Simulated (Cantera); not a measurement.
A closed system holds: 1 mol Si3H8, 0.0095 mol Cl2, a varied amount of N2, held at 727 °C and 0.0300 bar.

Method: chemical equilibrium by Gibbs-energy minimisation in Cantera with the NASA 1993 tables (ideal gas, pure condensed phases). Candidate condensed phases: NH4Cl, Si, Si3N4; 28 gas species. The feed counts by its element totals alone. N2 is the only nitrogen source here; it is nearly inert below about 1500 K, so the nitride shown seldom forms there in practice. The numbers say what is thermodynamically allowed, not how fast it happens.

log p: log10 of the partial pressure in bar; n: condensed amount in mol.

```csv
n(N2) (mol),log p N2,log p H2,log p HCl,log p NH3,log p H,n Si3N4(s)
4.6,-1.93,-1.74,…,-6.81,-9.52,1.00
16,-1.63,-2.18,…,-7.32,-9.73,1.00
28,-1.59,-2.40,…,-7.63,-9.84,1.00
40,-1.57,-2.55,…,-7.84,-9.92,1.00
52,-1.56,-2.65,…,-7.99,-9.97,1.00
64,-1.55,-2.74,…,-8.12,-10.01,1.00
76,-1.55,-2.81,…,-8.23,-10.05,1.00
```

### Question
Some entries are withheld; supply them.

### Answer

- 4.6, log p HCl: -4.06
- 16, log p HCl: -4.50
- 28, log p HCl: -4.72
- 40, log p HCl: -4.87
- 52, log p HCl: -4.98
- 64, log p HCl: -5.06
- 76, log p HCl: -5.14
